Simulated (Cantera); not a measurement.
A Cantera script and what it prints.

```python
import numpy as np
import cantera as ct

gas_names = """
    B BH BH2 BH3 BO BO2 B2 B2O B2O2 B2O3 B3O3H3 H HBO HBO2 HO2 H2 H2O H2O2 H3B3O6 O OH O2 O3
""".split()
cond_names = """
    B(b) B(L) B2O3(L) B3O3H3(cr) H2O(s) H2O(L)
""".split()


def load(file, names, dense=False):
    # The tables refer to 1 bar. Condensed volumes are neglected.
    table = {s.name: s for s in ct.Species.list_from_file(file)}
    out = []
    for n in names:
        d = dict(table[n].input_data)
        d["thermo"] = dict(d["thermo"], **{"reference-pressure": 1e5})
        if dense:
            d["equation-of-state"] = {"model": "constant-volume", "density": "1e6 g/cm^3"}
        out.append(ct.Species.from_dict(d))
    return out


gas = ct.Solution(thermo="ideal-gas", species=load("nasa_gas.yaml", gas_names))
cond = {s.name: ct.Solution(thermo="fixed-stoichiometry", species=[s], name=s.name)
        for s in load("nasa_condensed.yaml", cond_names, dense=True)}
atoms = {
    'B2H6': {'B': 2, 'H': 6},
    'H2O': {'H': 2, 'O': 1},
    'H2': {'H': 2},
}
top_T = {}  # K; cautious upper limits of use, not melting points


def equilibrate(T, P, feed):
    n = {}
    for name, mol in feed.items():
        for a, k in atoms[name].items():
            n[a] = n.get(a, 0.0) + k * mol
    gas.TPX = T, P, n
    mass = sum(n.values()) * gas.mean_molecular_weight
    gas.equilibrate("TP")
    valid = [c for c in cond.values() if c.min_temp <= T <= top_T.get(c.name, c.max_temp)]
    mix = ct.Mixture([(gas, mass / gas.mean_molecular_weight)] + [(c, 0.0) for c in valid])
    mix.T, mix.P = T, P
    mix.equilibrate("TP", solver="vcs", rtol=1e-11, max_steps=5000)
    return mix


results = []
feed = {'B2H6': 1, 'H2O': 8.5, 'H2': 26}  # mol
P = 2700  # Pa
for T in [1975, 2000, 2025, 2050, 2075, 2100, 2125, 2150, 2175, 2200, 2225, 2250, 2275]:
    mix = equilibrate(T, P, feed)
    results.append((T, P, feed, dict(zip(mix.species_names, mix.species_moles))))

top = {s: max(r[3][s] / sum(r[3][g] for g in gas_names) for r in results) for s in gas_names}
cols = sorted((s for s in top if top[s] > 1e-05), key=lambda s: -top[s])[:6]
seen = [c for c in cond_names if any(r[3].get(c, 0) > 1e-12 for r in results)]
print("log10 of partial pressures in bar; condensed amounts in mol")
print(f"{'T/K':>10s}" + "".join(f"{s[:9]:>10s}" for s in cols + seen))
for T, P, feed, n in results:
    ng = sum(n[g] for g in gas_names)
    print(f"{T:10.4g}" + "".join(f"{np.log10(max(n[s] / ng * P / 1e5, 1e-99)):10.3f}" for s in cols)
          + "".join(f"{n.get(c, 0):10.4g}" for c in seen))
```

Result:

```
log10 of partial pressures in bar; condensed amounts in mol
       T/K        H2       H2O      HBO2         H       HBO        BO
      1975    -1.654    -2.490    -2.903    -3.691    -4.361    -5.226
      2000    -1.654    -2.489    -2.907    -3.616    -4.327    -5.127
      2025    -1.655    -2.489    -2.910    -3.543    -4.294    -5.031
      2050    -1.656    -2.488    -2.913    -3.472    -4.263    -4.938
      2075    -1.657    -2.488    -2.917    -3.403    -4.233    -4.847
      2100    -1.659    -2.488    -2.921    -3.336    -4.204    -4.760
      2125    -1.660    -2.487    -2.926    -3.270    -4.177    -4.674
      2150    -1.662    -2.487    -2.931    -3.206    -4.151    -4.592
      2175    -1.664    -2.487    -2.936    -3.143    -4.126    -4.512
      2200    -1.666    -2.487    -2.942    -3.082    -4.102    -4.434
      2225    -1.669    -2.487    -2.948    -3.023    -4.080    -4.359
      2250    -1.671    -2.487    -2.955    -2.965    -4.060    -4.286
      2275    -1.674    -2.487    -2.962    -2.908    -4.041    -4.216
```

Equilibrium computed with Cantera from the NASA thermochemical tables; the gas is ideal and each condensed phase is pure. The feed counts by its element totals alone.
